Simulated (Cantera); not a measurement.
Charge: 1 mol SiH₂Cl₂, a varied amount of C₂H₄, 1100 mol H₂, at 2273 K and 1.00 bar.

Equilibrium computed with Cantera from the NASA thermochemical tables; the gas is ideal and each condensed phase is pure. Candidate condensed phases: C, C₆H₆, C₇H₈, C₈H₁₈, Si, SiC; 109 gas species. Gases not in the tables: Si₂H₆ and higher silanes. The numbers say what is thermodynamically allowed, not how fast it happens.

### Question
What share of the Si ends up in condensed phases as a function of n(C₂H₄) (mol), at 0.1, 0.12, 0.14, 0.17, 0.21, 0.25, 0.29, 0.35, 0.42, 0.5, 0.6, 0.71, 0.85?

### Answer
```json
[
 {"n(C₂H₄) (mol)": "0.1", "Si condensed (%)": "0.0", "as": "-"},
 {"n(C₂H₄) (mol)": "0.12", "Si condensed (%)": "0.0", "as": "-"},
 {"n(C₂H₄) (mol)": "0.14", "Si condensed (%)": "0.0", "as": "-"},
 {"n(C₂H₄) (mol)": "0.17", "Si condensed (%)": "0.0", "as": "-"},
 {"n(C₂H₄) (mol)": "0.21", "Si condensed (%)": "0.0", "as": "-"},
 {"n(C₂H₄) (mol)": "0.25", "Si condensed (%)": "0.0", "as": "-"},
 {"n(C₂H₄) (mol)": "0.29", "Si condensed (%)": "1.4", "as": "SiC(s)"},
 {"n(C₂H₄) (mol)": "0.35", "Si condensed (%)": "7.2", "as": "SiC(s)"},
 {"n(C₂H₄) (mol)": "0.42", "Si condensed (%)": "13.3", "as": "SiC(s)"},
 {"n(C₂H₄) (mol)": "0.5", "Si condensed (%)": "19.5", "as": "SiC(s)"},
 {"n(C₂H₄) (mol)": "0.6", "Si condensed (%)": "26.1", "as": "SiC(s)"},
 {"n(C₂H₄) (mol)": "0.71", "Si condensed (%)": "32.1", "as": "SiC(s)"},
 {"n(C₂H₄) (mol)": "0.85", "Si condensed (%)": "38.3", "as": "SiC(s)"}
]
```
